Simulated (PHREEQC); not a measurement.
PHREEQC input (ion-association model, wateq4f.dat):

```
SOLUTION_MASTER_SPECIES
  An  An-  0  An  62.0  # stands for a non-complexing anion
SOLUTION_SPECIES
  An- = An-
    -log_k 0
    -gamma 3.0 0
PHASES
  Fix_H+
    H+ = H+
    -log_k 0
SOLUTION 1
  temp 25
  units mmol/kgw
  pH 7 charge
  S(6) 0.14
  Cu(2) 0.14
  Na 50
  An 50
END
SELECTED_OUTPUT 1
  -reset false
  -pH true
  -pe true
  -ionic_strength true
  -water true
  -totals Cu Na S Cu(1) Cu(2) S(-2) S(6)
  -molalities Hfo_wOH Hfo_wOH2+ Hfo_wO- Hfo_sOH Hfo_sOH2+ Hfo_sO- Hfo_sOCu+ Hfo_wOCu+ Hfo_wSO4- Hfo_wOHSO4-2
  -saturation_indices Cu(OH)2 Brochantite Antlerite Mirabilite Chalcanthite
USER_PUNCH 1
  -headings sigma psi
  10 PUNCH EDL("sigma", "Hfo"), EDL("psi", "Hfo")
PRINT
  -reset false
USE solution 1
SURFACE 1
  Hfo_wOH 0.000719101 600 0.32
  Hfo_sOH 1.79775e-05
EQUILIBRIUM_PHASES 1
  Fix_H+ -3 HAn 10
    -force_equality true
  O2(g) -0.68 10
END
# ... the last block is repeated for the other 16 points of pH, with NaOH or the acid as the point needs
```

Selected output (columns that matter, 13 of 17 rows; pH added in front):

```
pH	mu	Cu	Na	S	m_Hfo_wOH	m_Hfo_wOH2+	m_Hfo_wO-	si_Cu(OH)2	si_Brochantite	si_Antlerite	si_Mirabilite	si_Chalcanthite	sigma	psi
3	0.051819	0.00013994	0.05	2.3403e-06	8.4544e-06	0.00057297	2.8578e-09	-6.8162	-20.084	-14.858	-7.7072	-7.5791	0.22571	0.14546
3.5	0.051004	0.00013948	0.05	2.6039e-06	2.3894e-05	0.00055771	2.3452e-08	-5.8159	-17.021	-12.795	-7.6441	-7.5167	0.21451	0.14327
4.5	0.050568	0.00012259	0.05	7.0996e-06	0.00011112	0.00046883	6.0335e-07	-3.8711	-10.799	-8.5176	-7.2007	-7.1291	0.15837	0.12806
5	0.050417	8.9805e-05	0.05	1.5997e-05	0.00017795	0.00038161	1.9009e-06	-3.0063	-7.9854	-6.5691	-6.8464	-6.9101	0.12421	0.11587
5.5	0.050228	3.3722e-05	0.05	3.3338e-05	0.00024937	0.00026894	5.297e-06	-2.4326	-6.37	-5.5274	-6.5257	-7.016	0.097666	0.10395
6.5	0.050188	1.2508e-06	0.050055	8.8169e-05	0.0004021	0.00011046	3.3531e-05	-1.9113	-5.8617	-5.5404	-6.1018	-8.0716	0.059484	0.079926
7	0.050279	3.9549e-07	0.050142	0.00011549	0.00043945	6.4511e-05	6.858e-05	-1.6746	-5.7979	-5.7134	-5.9834	-8.7179	0.044328	0.066449
7.5	0.050343	3.3913e-07	0.050209	0.00013304	0.0004402	4.0668e-05	0.00010916	-1.474	-5.9342	-6.0502	-5.9212	-9.456	0.028908	0.048768
8.5	0.050394	5.1381e-07	0.050282	0.00013983	0.0004114	2.3994e-05	0.00016159	-1.2454	-6.9986	-7.3432	-5.8986	-11.206	0.00073236	0.0014286
9	0.050416	6.3421e-07	0.050317	0.00013998	0.00039418	1.9378e-05	0.00018369	-1.1531	-7.6288	-8.0657	-5.8976	-12.113	-0.012619	-0.023758
9.5	0.050458	8.1782e-07	0.050376	0.00014	0.00037158	1.5e-05	0.00021087	-1.0425	-8.1866	-8.7341	-5.8967	-13.003	-0.028565	-0.048274
10.5	0.050858	1.8531e-06	0.050824	0.00014	0.00029294	6.5759e-06	0.00029896	-0.6881	-8.7701	-9.6721	-5.8908	-14.65	-0.077626	-0.092353
11	0.051738	3.5949e-06	0.051741	0.00014	0.00023143	3.3578e-06	0.00036542	-0.4025	-8.6305	-9.818	-5.8792	-15.367	-0.11355	-0.11072
```

The database's constant for dissolved Cu(OH)2 is higher than later reviews accept. The oxide is taken as insoluble; below pH 4 it would dissolve.
